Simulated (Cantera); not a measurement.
Fluorocarbon and chlorocarbon gases: CF₄ + CH₄ + F₂

Feed: 1 mol CF₄, 0.11 mol CH₄, 0.056 mol F₂, at 10.0 mbar.

Cantera equilibrium calculation (NASA polynomials, part measured and part estimated; ideal gas, pure solids and liquids). Candidate condensed phases: C, C₆H₆, C₇H₈, C₈H₁₈; 110 gas species. Ions and electrons are included (thermal ionisation). Gases not in the tables: C₂F₆ and larger saturated fluorocarbons. Kinetics and transport are ignored.

```
T (°C)    x F     x CF₂      x C      x HF      x CF      x H     x C₃      x C₂     x CF₄  n C(graphite)
------  -----  --------  -------  --------  --------  -------  -------  --------  --------  -------------
2227    0.518     0.306  1.66e-5     0.144    0.0169  3.67e-5  4.97e-5   4.58e-6    0.0105         0.0782
2727    0.736    0.0327  0.00507     0.104    0.0851  0.00218   0.0312   0.00317   1.60e-6          0.171
3227    0.753  0.000887   0.0643    0.0563    0.0453   0.0351   0.0296    0.0153  2.61e-10              0
3727    0.729   2.10e-5    0.171   0.00848    0.0105   0.0715  0.00174   0.00778    <1e-12              0
4227    0.726   6.25e-7    0.192   0.00122   0.00181   0.0768  2.80e-5   0.00127    <1e-12              0
4727    0.726   3.46e-8    0.195  0.000245  0.000405   0.0775  8.03e-7  0.000253    <1e-12              0
```
x: gas mole fraction; n: condensed amount in mol.

From 2227 °C to 2727 °C the condensed part is C(graphite). From 3227 °C to 4727 °C nothing is condensed. The main C-bearing gas is CF₂ at 2227 °C and C at 4727 °C.
